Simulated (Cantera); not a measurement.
Mixture: 4.62 % CH₄, 20.1 % O₂, 75.3 % N₂, equivalence ratio 0.46, at 8.40 bar, adiabatic and at constant volume. Ignition delay is the time to a rise of 400 K.

Detailed kinetics in Cantera: GRI-Mech 3.0 (53 species, 325 reactions).

Predict: delay at 1098 K; delay at 1248 K; delay at 1398 K; delay at 1548 K; delay at 1698 K; apparent activation energy between 1623 and 1773 K.


```json
{
 "delay at 1098 K": "15.9 ms",
 "delay at 1248 K": "2.18 ms",
 "delay at 1398 K": "0.417 ms",
 "delay at 1548 K": "0.102 ms",
 "delay at 1698 K": "31.8 µs",
 "apparent activation energy between 1623 and 1773 K": "170 kJ/mol"
}
```
